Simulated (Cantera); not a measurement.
A perfectly stirred reactor is fed with CH4 : CO : O2 : N2 = 1 : 0.04 : 2.24 : 8.44 (molar parts), equivalence ratio 0.90, at 1280 Torr; it is adiabatic with a 625 K inlet, and is followed from long to short residence time, starting on the burning branch (τ in s: 0.41, 0.14, 0.045, 0.015, 0.0049, 0.0016, 0.00053, 0.00017, 5.8e-05).

Model: GRI-Mech 3.0 (53 species, 325 reactions), integrated in Cantera.

```tsv
quantity	before	after
blow-out, bracketed by the residence times tried	burning at 58.0 µs, the shortest tried	burning at 58.0 µs, the shortest tried
x(CH4) at τ = 0.410 s	3.27e-7	1.08e-7
x(CO) at τ = 0.410 s	0.00643	0.0215
x(O2) at τ = 0.410 s	0.0194	0.0300
x(NO) at τ = 0.410 s	0.00428	0.00858
x(H2) at τ = 0.410 s	0.00227	0.00745
x(CH4) at τ = 4.90 ms	1.87e-5	8.31e-6
x(CO) at τ = 4.90 ms	0.0101	0.0227
x(O2) at τ = 4.90 ms	0.0232	0.0326
x(NO) at τ = 4.90 ms	0.000668	0.00427
x(H2) at τ = 4.90 ms	0.00361	0.00786
```

### Question
Name the change that produced these shifts.
A. N2 8.44 to 5.7 parts
B. inlet temperature 625 to 575 K
C. pressure from 1280 Torr to 428 Torr
D. inlet temperature 625 to 423 K

### Answer
A, N2 8.44 to 5.7 parts
